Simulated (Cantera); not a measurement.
A perfectly stirred reactor is fed with 78.1 % N2O, 21.9 % O2, at 0.0133 bar; it is held at 1275 K, and followed from long to short residence time.

Computed with Cantera and GRI-Mech 3.0 (53 species, 325 reactions). GRI-Mech 3.0 was tuned for natural gas; its chemistry of N2O as a main component is partial and can be far from experiment. Radical loss at walls, strong at low pressure, is not modelled. The mechanism lacks the step 2 NO + O2 → 2 NO2, which can matter for NO2 below about 1400 K. The temperature is held fixed by assumption; the heat of reaction is taken as removed at once.

Task: Predict: x(N2O) at τ = 18.0 s; x(O2) at τ = 18.0 s; x(NO) at τ = 18.0 s; x(N2) at τ = 18.0 s; x(NO2) at τ = 18.0 s; x(N2O) at τ = 0.120 s; x(O2) at τ = 0.120 s; x(NO) at τ = 0.120 s; x(N2) at τ = 0.120 s; x(NO2) at τ = 0.120 s.

Result: 
```
Item                     Result
---------------------  --------
x(N2O) at τ = 18.0 s      0.438
x(O2) at τ = 18.0 s       0.298
x(NO) at τ = 18.0 s      0.0337
x(N2) at τ = 18.0 s       0.230
x(NO2) at τ = 18.0 s    9.56e-6
x(N2O) at τ = 0.120 s     0.777
x(O2) at τ = 0.120 s      0.220
x(NO) at τ = 0.120 s   0.000399
x(N2) at τ = 0.120 s    0.00272
x(NO2) at τ = 0.120 s   2.58e-8
```
